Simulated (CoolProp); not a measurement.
Model: reference Helmholtz-energy equation of state, Schmidt 1985, in CoolProp.

Q: For oxygen, give the phase and the density (kg/m³), viscosity (µPa s), fugacity coefficient at -174.65 °C and 26.6 MPa; -135.95 °C and 26.6 MPa.

A: 
- -174.65 °C and 26.6 MPa: liquid; density 1160, viscosity 203, fugacity coefficient 0.0198
- -135.95 °C and 26.6 MPa: liquid; density 991, viscosity 104, fugacity coefficient 0.148

Viscosity comes from a separate model (Lemmon 2004).
